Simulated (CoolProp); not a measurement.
Properties of R115 along the isobar 1.01 bar (Tc = 80.0 °C, pc = 31.29 bar, ω = 0.248).

Computed with CoolProp (reference Helmholtz-energy equation of state, Lemmon 2016).

```csv
T (°C),phase,density (kg/m³),cp (kJ/(kg K)),cv (kJ/(kg K)),isothermal compressibility (1/MPa)
-20.95,gas,7.689,[?],[?],10.25
-9.15,gas,7.310,0.6776,0.6165,10.19
2.75,gas,6.967,0.6922,0.6322,10.15
14.55,gas,6.660,0.7070,[?],10.12
26.45,gas,6.379,0.7221,0.6637,10.09
38.25,gas,6.124,0.7370,0.6792,10.06
50.15,gas,5.887,[?],0.6945,10.05
61.95,gas,5.671,0.7663,0.7093,10.03
73.85,gas,5.469,0.7805,0.7239,10.01
85.65,gas,5.283,0.7942,0.7379,10.00
97.45,gas,5.109,0.8076,[?],9.992
109.35,gas,4.946,0.8205,0.7646,9.982
121.15,gas,4.794,0.8330,0.7772,9.974
133.05,gas,4.650,[?],0.7895,9.967
144.85,gas,4.516,0.8566,0.8011,9.961
156.75,gas,4.388,0.8677,0.8124,9.955
```

Question: Some entries are withheld; supply them.

Answer: 
- -20.95, cp (kJ/(kg K)): 0.6642
- -20.95, cv (kJ/(kg K)): 0.6014
- 14.55, cv (kJ/(kg K)): 0.6479
- 50.15, cp (kJ/(kg K)): 0.7518
- 97.45, cv (kJ/(kg K)): 0.7514
- 133.05, cp (kJ/(kg K)): 0.8451
